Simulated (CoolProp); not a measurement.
Computed with CoolProp (reference Helmholtz-energy equation of state, Pan 2012).

### Question
For R236FA, give the phase and the speed of sound (m/s) at 126.85 °C and 0.252 bar; 126.85 °C and 1.17 bar; 126.85 °C and 7.98 bar.

### Answer
- 126.85 °C and 0.252 bar: gas; speed of sound 152
- 126.85 °C and 1.17 bar: gas; speed of sound 151
- 126.85 °C and 7.98 bar: gas; speed of sound 140
